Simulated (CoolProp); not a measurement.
Model: reference Helmholtz-energy equation of state, Leachman 2009, in CoolProp.

Give the vapour pressure (MPa), surface tension (mN/m), vapour viscosity (µPa s) of saturated normal hydrogen at 26.5, 29.2 K.


| T (K) | p (MPa) | surface tension (mN/m) | vapour viscosity (µPa s) |
|---|---|---|---|
| 26.5 | 0.435 | 0.880 | 1.38 |
| 29.2 | 0.705 | 0.460 | 1.62 |

Viscosity comes from a separate model (Muzny 2013). Surface tension comes from a separate correlation (Mulero 2012).
